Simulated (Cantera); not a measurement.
**Transport properties of process gases**

Gas mixture: 100 % O2, at 75.0 Torr, frozen composition.

Cantera's kinetic-theory transport with the Lennard-Jones parameters of GRI-Mech 3.0, ideal gas; thermal conductivity in the mixture-averaged form.

| T (K) | ρ (kg/m³) | cp (J/kg/K) | μ (µPa s) | λ (mW/m/K) | Pr | D (cm²/s) H2 | D (cm²/s) NH3 | D (cm²/s) OH |
|---|---|---|---|---|---|---|---|---|
| 400 | 0.0962 | 941.4 | 25.6 | 33.9 | 0.713 | 13.3 | 3.90 | 5.40 |
| 600 | 0.0641 | 1003 | 34.1 | 48.2 | 0.709 | 26.3 | 8.23 | 10.8 |
| 800 | 0.0481 | 1055 | 41.4 | 61.4 | 0.710 | 42.5 | 13.7 | 17.4 |
| 1000 | 0.0385 | 1090 | 47.9 | 73.6 | 0.710 | 61.6 | 20.2 | 25.3 |
| 1200 | 0.0321 | 1114 | 54.0 | 84.9 | 0.708 | 83.4 | 27.7 | 34.3 |
| 1400 | 0.0275 | 1134 | 59.7 | 95.7 | 0.707 | 108 | 35.9 | 44.3 |
| 1600 | 0.0241 | 1151 | 65.1 | 106 | 0.707 | 134 | 45.0 | 55.2 |
| 1800 | 0.0214 | 1167 | 70.2 | 116 | 0.707 | 163 | 54.9 | 67.1 |
| 2000 | 0.0192 | 1181 | 75.2 | 126 | 0.707 | 194 | 65.5 | 80.0 |
D: mixture-averaged diffusion coefficient of that species in the mixture.
